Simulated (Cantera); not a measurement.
**CaO + HCl (oxide etching and cleaning by halides)**

Feed: 1 mol CaO, 9.2 mol HCl, held at 0.410 bar.

Method: chemical equilibrium by Gibbs-energy minimisation in Cantera with the NASA 1993 tables (ideal gas, pure condensed phases). Candidate condensed phases: Ca, CaCl2, CaO, Ca(OH)2, H2O; 21 gas species. Condensed phases not in the tables: oxide chlorides. Kinetics and transport are ignored.

```json
[
 {"T (K)": "648", "log p HCl": "-0.44", "log p H2O": "-1.30", "log p CaCl2": "<-12", "log p Cl": "-11.10", "n CaCl2(s)": "1.00", "n CaCl2(l)": "0"},
 {"T (K)": "798", "log p HCl": "-0.44", "log p H2O": "-1.30", "log p CaCl2": "-11.81", "log p Cl": "-8.53", "n CaCl2(s)": "1.00", "n CaCl2(l)": "0"},
 {"T (K)": "948", "log p HCl": "-0.44", "log p H2O": "-1.30", "log p CaCl2": "-8.55", "log p Cl": "-6.76", "n CaCl2(s)": "1.00", "n CaCl2(l)": "0"},
 {"T (K)": "1098", "log p HCl": "-0.44", "log p H2O": "-1.30", "log p CaCl2": "-6.28", "log p Cl": "-5.50", "n CaCl2(s)": "0", "n CaCl2(l)": "1.000"},
 {"T (K)": "1248", "log p HCl": "-0.44", "log p H2O": "-1.30", "log p CaCl2": "-4.70", "log p Cl": "-4.56", "n CaCl2(s)": "0", "n CaCl2(l)": "1.000"},
 {"T (K)": "1398", "log p HCl": "-0.44", "log p H2O": "-1.30", "log p CaCl2": "-3.48", "log p Cl": "-3.85", "n CaCl2(s)": "0", "n CaCl2(l)": "0.993"},
 {"T (K)": "1548", "log p HCl": "-0.45", "log p H2O": "-1.30", "log p CaCl2": "-2.52", "log p Cl": "-3.29", "n CaCl2(s)": "0", "n CaCl2(l)": "0.939"},
 {"T (K)": "1698", "log p HCl": "-0.47", "log p H2O": "-1.32", "log p CaCl2": "-1.75", "log p Cl": "-2.86", "n CaCl2(s)": "0", "n CaCl2(l)": "0.625"},
 {"T (K)": "1848", "log p HCl": "-0.50", "log p H2O": "-1.35", "log p CaCl2": "-1.35", "log p Cl": "-2.50", "n CaCl2(s)": "0", "n CaCl2(l)": "0"}
]
```
log p: log10 of the partial pressure in bar; n: condensed amount in mol.

From 648 K to 948 K the condensed part is CaCl2(s). From 1098 K to 1698 K the condensed part is CaCl2(l). At 1848 K nothing is condensed.
